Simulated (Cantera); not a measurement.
A closed system holds: 1 mol HMDSO, 1.4 mol O₂, 2.1 mol N₂, 6.3 mol N₂O, equilibrated at 0.00580 bar.

Cantera equilibrium calculation (NASA polynomials, part measured and part estimated; ideal gas, pure solids and liquids). Candidate condensed phases: C, C₆H₆, C₇H₈, C₈H₁₈, H₂O, Si, SiC, SiO₂, Si₂N₂O, Si₃N₄; 151 gas species. The feed counts by its element totals alone. The tables hold silica as quartz up to 1696 K and as liquid above; real silica turns to tridymite and cristobalite and melts near 1996 K. The numbers say what is thermodynamically allowed, not how fast it happens. All values below are at 1425 K.

Base state: H₂ 0.381, N₂ 0.359, CO 0.255, H₂O 0.00330, CO₂ 0.000973, H 5.53e-5 (mole fractions); condensed: SiO₂(β-quartz).

Task: What changes in the equilibrium state with this change: O₂ from 1.4 to 0.35 mol?

Result: 
```csv
species,before,after
H₂,0.381,0.396
N₂,0.359,0.340
CO,0.255,0.264
SiO,3.46e-6,0.000368
HCN,1.16e-7,1.26e-5
CO₂,0.000973,9.47e-6
H₂O,0.00330,3.23e-5
H,5.53e-5,5.63e-5
"SiO₂(β-quartz), mol",2.00,0.663
"Si₂N₂O(s), mol",0,0.664
```
Mutual solubility and eutectic melting of coexisting phases are not modelled.
